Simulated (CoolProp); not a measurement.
Vapour-liquid equilibrium of CH2F2 (R32) (1) + R142b (2) at 0.116 MPa; x and y are mole fractions of (1).

Model: multi-fluid Helmholtz-energy mixture model, Tillner-Roth 1997 and Lemmon 2006; pair parameters Bell 2016, in CoolProp.

Problem. Give the bubble temperature and the first vapour's composition at x = 0.35, 0.85, 0.95. Is there an azeotrope?

Solution. x = 0.35: -35.2 °C, y = 0.816; x = 0.85: -46.8 °C, y = 0.964; x = 0.95: -48.2 °C, y = 0.987. No azeotrope shows between x = 0.05 and 0.95.

The pair parameters rest on a limited set of measurements; away from them the model extrapolates.
